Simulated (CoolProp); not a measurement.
Saturated liquid density (kg/m³) of octamethyltrisiloxane (MDM): the reference equation beside estimates from Tc = 292.2 °C, pc = 14.38 bar, ω = 0.528. Rackett uses Z = 0.29056 − 0.08775 ω.

Values from CoolProp's reference Helmholtz-energy equation of state, Thol 2017.

```json
[
 {"T (°C)": "165.25", "reference": "658.8", "Rackett": "743.2", "Redlich-Kwong": "546.1", "Soave-Redlich-Kwong": "598.6", "Peng-Robinson": "678.2"},
 {"T (°C)": "176.45", "reference": "643.7", "Rackett": "725.6", "Redlich-Kwong": "530.6", "Soave-Redlich-Kwong": "583.1", "Peng-Robinson": "661.0"},
 {"T (°C)": "187.75", "reference": "627.8", "Rackett": "707.1", "Redlich-Kwong": "514.2", "Soave-Redlich-Kwong": "566.2", "Peng-Robinson": "642.2"},
 {"T (°C)": "199.05", "reference": "611.0", "Rackett": "687.5", "Redlich-Kwong": "496.8", "Soave-Redlich-Kwong": "548.0", "Peng-Robinson": "621.7"},
 {"T (°C)": "210.35", "reference": "…", "Rackett": "666.9", "Redlich-Kwong": "478.2", "Soave-Redlich-Kwong": "528.1", "Peng-Robinson": "599.2"},
 {"T (°C)": "221.55", "reference": "…", "Rackett": "644.9", "Redlich-Kwong": "458.5", "Soave-Redlich-Kwong": "…", "Peng-Robinson": "…"},
 {"T (°C)": "232.85", "reference": "553.3", "Rackett": "621.0", "Redlich-Kwong": "437.0", "Soave-Redlich-Kwong": "482.6", "Peng-Robinson": "547.1"},
 {"T (°C)": "244.15", "reference": "530.1", "Rackett": "594.7", "Redlich-Kwong": "413.4", "Soave-Redlich-Kwong": "455.7", "Peng-Robinson": "516.0"},
 {"T (°C)": "255.45", "reference": "503.6", "Rackett": "564.9", "Redlich-Kwong": "387.1", "Soave-Redlich-Kwong": "424.9", "Peng-Robinson": "480.1"},
 {"T (°C)": "266.75", "reference": "471.7", "Rackett": "529.7", "Redlich-Kwong": "356.7", "Soave-Redlich-Kwong": "…", "Peng-Robinson": "437.6"},
 {"T (°C)": "277.95", "reference": "429.7", "Rackett": "…", "Redlich-Kwong": "319.6", "Soave-Redlich-Kwong": "343.7", "Peng-Robinson": "384.4"}
]
```

Question: Fill in the missing entries.

Answer: 
- 210.35, reference: 593.2
- 221.55, reference: 574.2
- 221.55, Soave-Redlich-Kwong: 506.6
- 221.55, Peng-Robinson: 574.7
- 266.75, Soave-Redlich-Kwong: 388.7
- 277.95, Rackett: 484.7

Absolute difference from the reference over all 11 rows, mean and median: Rackett 12.5 and 12.4 %, Redlich-Kwong 20.7 and 20.1 %, Soave-Redlich-Kwong 12.9 and 11.8 %, Peng-Robinson 3.4 and 2.7 %.
